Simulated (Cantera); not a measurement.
An adiabatic, constant-volume homogeneous reactor starts with CH₄ : H₂ : O₂ : N₂ = 1 : 0.26 : 3.09 : 11.6 (molar parts), equivalence ratio 0.69, at 950 K and 50000 Pa.

Cantera simulation using GRI-Mech 3.0 (53 species, 325 reactions); the numbers are that mechanism's predictions, not measurements. Below about 1000 K GRI-Mech 3.0 lacks low-temperature oxidation paths.

Question: Predict: time of steepest temperature rise; temperature at 2.00 s; equilibrium temperature; x(H₂) at 2.00 s; x(O₂) at 2.00 s; x(CO) at 2.00 s.

Answer: 
```
Quantity                                                             Value
---------------------------------  ---------------------------------------
time of steepest temperature rise                                  0.122 s
temperature at 2.00 s                                               2514 K
equilibrium temperature                                             2514 K
x(H₂) at 2.00 s                    0.00310 (gas-phase equilibrium 0.00310)
x(O₂) at 2.00 s                      0.0556 (gas-phase equilibrium 0.0556)
x(CO) at 2.00 s                    0.00800 (gas-phase equilibrium 0.00800)
```
